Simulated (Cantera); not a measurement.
An isothermal, constant-pressure homogeneous reactor starts with 1.09 % H2, 98.9 % O2, equivalence ratio 0.0055, at 1473 K and 10.00 Torr.

Detailed kinetics in Cantera: GRI-Mech 3.0 (53 species, 325 reactions). Radical loss at walls, strong at low pressure, is not modelled.

x: mole fraction; the columns are a selection and need not sum to one.

```
t (s)         x H2   x O2    x HO2     x H2O    x H2O2       x O
--------  --------  -----  -------  --------  --------  --------
3.00e-5     0.0109  0.989        …  5.93e-10  1.85e-12   1.10e-8
0.000105    0.0109  0.989        …   1.37e-8  2.17e-11   6.70e-8
0.000370    0.0109  0.989        …   2.99e-7  2.30e-10   4.87e-7
0.00130     0.0108  0.989        …   2.65e-5   1.80e-9   2.50e-5
0.00456   0.000128  0.979        …   0.00962   9.49e-9   0.00924
0.0160     4.42e-5  0.979  3.36e-7   0.00987   7.64e-9   0.00930
0.0562     4.12e-5  0.980  3.24e-7   0.00992   7.43e-9   0.00864
0.197      3.27e-5  0.982        …    0.0101   6.77e-9   0.00678
0.693      1.70e-5  0.985        …    0.0104   5.03e-9   0.00343
2.43       4.33e-6  0.988        …    0.0107   2.37e-9  0.000852
8.54       6.60e-7  0.989        …    0.0108  6.68e-10  0.000128
30.0       1.48e-7  0.989        …    0.0109  2.42e-10   2.86e-5
```

Task: Complete the blanks.

Result: 
- 3.00e-5, x HO2: 1.97e-8
- 0.000105, x HO2: 6.91e-8
- 0.000370, x HO2: 2.42e-7
- 0.00130, x HO2: 8.29e-7
- 0.00456, x HO2: 3.78e-7
- 0.197, x HO2: 2.86e-7
- 0.693, x HO2: 1.96e-7
- 2.43, x HO2: 8.65e-8
- 8.54, x HO2: 4.17e-8
- 30.0, x HO2: 5.39e-8
